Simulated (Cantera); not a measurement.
Input (Python, Cantera) and output of one run.

```python
import numpy as np
import cantera as ct

gas_names = [...]  # 123 gases of nasa_gas.yaml made of C, H, O, Si
cond_names = """
    C(gr) C6H6(L) C7H8(L) C8H18(L),n-octa H2O(s) H2O(L) Si(cr) Si(L) SiC(b) SiO2(Lqz) SiO2(hqz) SiO2(L)
""".split()


# ... load() reads the species with a 1 bar reference pressure and builds the phases ...
atoms = {
    'Si2H6': {'Si': 2, 'H': 6},
    'CO2': {'C': 1, 'O': 2},
    'H2': {'H': 2},
}
top_T = {'C(gr)': 4500, 'SiC(b)': 3050}  # K; cautious upper limits of use, not melting points


# ... equilibrate(T, P, feed) seeds the gas with the atoms and calls Mixture.equilibrate('TP', solver="vcs", rtol=1e-11, max_steps=5000) ...
results = []
feed = {'Si2H6': 1, 'CO2': 0.16, 'H2': 52}  # mol
T = 573.15  # K
P = 510  # Pa
mix = equilibrate(T, P, feed)
results.append((T, P, feed, dict(zip(mix.species_names, mix.species_moles))))
print(gas.report(threshold=1e-05))
for i in range(1, mix.n_phases):
    print(f"{mix.phase(i).name:16s} {mix.phase_moles(i):12.5e} mol")
```

It prints:

```
       temperature   573.15 K
          pressure   510 Pa
           density   0.00021575 kg/m^3
  mean mol. weight   2.016 kg/kmol
   phase of matter   gas

                          1 kg             1 kmol
                     ---------------   ---------------
          enthalpy        3.9866e+06         8.037e+06  J
   internal energy        1.6228e+06        3.2716e+06  J
           entropy             96059        1.9366e+05  J/K
    Gibbs function        -5.107e+07       -1.0296e+08  J
 heat capacity c_p             14513             29259  J/K
 heat capacity c_v             10389             20944  J/K

                      mass frac. Y      mole frac. X     chem. pot. / RT
                     ---------------   ---------------   ---------------
                H2                 1                 1           -21.605
     [ +122 minor]        4.6319e-06        5.8183e-07

C(gr)             0.00000e+00 mol
H2O(L)            0.00000e+00 mol
Si(cr)            1.68003e+00 mol
SiC(b)            1.59968e-01 mol
SiO2(Lqz)         1.60000e-01 mol
```

Method: chemical equilibrium by Gibbs-energy minimisation in Cantera with the NASA 1993 tables (ideal gas, pure condensed phases). The feed counts by its element totals alone.
